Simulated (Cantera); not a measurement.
A closed system holds: 1 mol SiCl4, 2.6 mol CH4, 26 mol H2, held at 1.00 bar.

Equilibrium computed with Cantera from the NASA thermochemical tables; the gas is ideal and each condensed phase is pure. Candidate condensed phases: C, C6H6, C7H8, C8H18, Si, SiC; 109 gas species. The tables' values for SiCl3 are old estimates; treat these amounts as uncertain. Equilibrium is a limit: real reactors are often held back by kinetics, nucleation or transport.

Problem. At 1027 °C, list the 5 most abundant gas species with their mole fractions, and the condensed phases.

Solution. H2 0.878, HCl 0.114, CH4 0.00606, SiCl4 0.00127, SiHCl3 0.000446. Condensed: C(graphite) + SiC(s).
